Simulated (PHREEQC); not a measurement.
## Brine: an equilibrium model

Make-up at 20 °C: 3.7 mol NaCl and 0.064 mol LiCl per kg of water. It is in equilibrium with CO2 at log p = -3.4 (atm). Otherwise closed; pH follows from the charge balance.

The numbers come from PHREEQC with the Pitzer model, pitzer.dat.

Each row changes one thing in this solution. Precipitation was switched off in this run.

| case | pH | CO2 (mol/kgw) |
|---|---|---|
| as made | 5.17 | 8.63e-6 |
| NaCl from 3.7 to 3.33 mol/kgw | 5.21 | [?] |
| 0.04 mol/kgw SrBr2 added | [?] | 8.63e-6 |
| LiCl from 0.064 to 0.128 mol/kgw | [?] | 8.64e-6 |
| NaCl replaced by HCl at the same molality | -1.25 | [?] |
| LiCl left out | 5.18 | 8.63e-6 |

### Question
Some entries are withheld; supply them.

### Answer

- NaCl from 3.7 to 3.33 mol/kgw, CO2 (mol/kgw): 9.16e-6
- 0.04 mol/kgw SrBr2 added, pH: 5.15
- LiCl from 0.064 to 0.128 mol/kgw, pH: 5.16
- NaCl replaced by HCl at the same molality, CO2 (mol/kgw): 1.62e-5

Species that the database lacks are ignored. In brines, pH and single-ion activities rest on the MacInnes convention.
